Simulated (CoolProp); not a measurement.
Vapour-liquid equilibrium of R152A (1) + n-pentane (2) at 83.55 °C; x and y are mole fractions of (1).

Model: multi-fluid Helmholtz-energy mixture model, Outcalt 1996 and Thol 2019; pair parameters Bell 2016, in CoolProp.

```json
[
 {"x": "0.05", "bubble pressure (MPa)": "0.6305", "y at the bubble point": "0.351", "dew pressure at overall composition x (MPa)": "0.4247", "liquid density (mol/L)": "[?]"},
 {"x": "0.15", "bubble pressure (MPa)": "1.008", "y at the bubble point": "0.592", "dew pressure at overall composition x (MPa)": "0.4771", "liquid density (mol/L)": "8.032"},
 {"x": "0.25", "bubble pressure (MPa)": "1.296", "y at the bubble point": "0.687", "dew pressure at overall composition x (MPa)": "[?]", "liquid density (mol/L)": "[?]"},
 {"x": "0.35", "bubble pressure (MPa)": "1.519", "y at the bubble point": "0.739", "dew pressure at overall composition x (MPa)": "0.6295", "liquid density (mol/L)": "8.448"},
 {"x": "0.45", "bubble pressure (MPa)": "1.699", "y at the bubble point": "0.776", "dew pressure at overall composition x (MPa)": "0.7466", "liquid density (mol/L)": "8.667"},
 {"x": "0.55", "bubble pressure (MPa)": "1.855", "y at the bubble point": "0.807", "dew pressure at overall composition x (MPa)": "0.9139", "liquid density (mol/L)": "8.901"},
 {"x": "0.65", "bubble pressure (MPa)": "2.003", "y at the bubble point": "[?]", "dew pressure at overall composition x (MPa)": "1.168", "liquid density (mol/L)": "9.165"},
 {"x": "0.75", "bubble pressure (MPa)": "2.151", "y at the bubble point": "0.872", "dew pressure at overall composition x (MPa)": "1.569", "liquid density (mol/L)": "9.479"},
 {"x": "0.85", "bubble pressure (MPa)": "2.302", "y at the bubble point": "0.914", "dew pressure at overall composition x (MPa)": "2.060", "liquid density (mol/L)": "9.878"},
 {"x": "0.95", "bubble pressure (MPa)": "[?]", "y at the bubble point": "0.967", "dew pressure at overall composition x (MPa)": "2.409", "liquid density (mol/L)": "10.41"}
]
```

Question: Some entries are withheld; supply them.

Answer: 
- 0.05, liquid density (mol/L): 7.829
- 0.25, dew pressure at overall composition x (MPa): 0.5433
- 0.25, liquid density (mol/L): 8.238
- 0.65, y at the bubble point: 0.837
- 0.95, bubble pressure (MPa): 2.452

No azeotrope shows between x = 0.05 and 0.95.

Pair parameters are fitted to limited data, so mixtures are less certain than the pure fluids.
